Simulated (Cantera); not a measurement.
# Premixed flame

A freely propagating, adiabatic, planar premixed flame of CH₄ : O₂ : N₂ : CO₂ = 1 : 1.54 : 5.78 : 1.2 (molar parts), equivalence ratio 1.3, unburnt at 523 K and 5.00 bar; mixture-averaged transport, grid criteria slope 0.08 and curve 0.16, no radiation.

Model: GRI-Mech 3.0 (53 species, 325 reactions), integrated in Cantera. Burning velocities carry a grid error of a few per cent, more on coarse grids.

```csv
z (mm),T (K),u (m/s),x CH₄,x O₂,x CO₂,x HCO,x CH₂,x N₂O
-1.31,525,0.102,0.105,0.161,0.126,<1e-8,<1e-8,<1e-8
-0.871,538,0.105,0.103,0.160,0.125,<1e-8,<1e-8,<1e-8
-0.654,573,0.112,0.0994,0.156,0.125,<1e-8,<1e-8,<1e-8
-0.436,717,0.142,0.0873,0.141,0.125,<1e-8,<1e-8,<1e-8
-0.218,1144,0.230,0.0536,0.0946,0.129,2.66e-8,<1e-8,3.23e-8
-0.109,1484,0.300,0.0271,0.0546,0.135,5.89e-7,1.41e-7,6.02e-8
0,1786,0.364,0.00612,0.0174,0.141,1.37e-6,4.53e-6,6.68e-8
0.109,1905,0.389,0.000719,0.00315,0.146,5.65e-7,3.84e-6,3.31e-8
0.218,1930,0.393,0.000107,0.000554,0.147,1.51e-7,7.15e-7,1.62e-8
0.436,1939,0.395,9.80e-6,4.25e-5,0.148,5.25e-8,4.22e-8,<1e-8
0.871,1942,0.396,1.30e-6,4.72e-6,0.148,2.59e-8,<1e-8,<1e-8
1.74,1944,0.396,3.03e-7,1.23e-6,0.148,1.42e-8,<1e-8,<1e-8
3.49,1944,0.396,5.06e-8,6.30e-7,0.148,1.06e-8,<1e-8,<1e-8
```
x: mole fraction of selected species; z is measured from the peak of heat release.

```json
{
 "laminar_burning_velocity": "10.2 cm/s",
 "thermal_thickness": "0.436 mm",
 "peak x(HCO)": "1.39e-6",
 "peak x(CH₂)": "6.11e-6",
 "grid_points": "135"
}
```
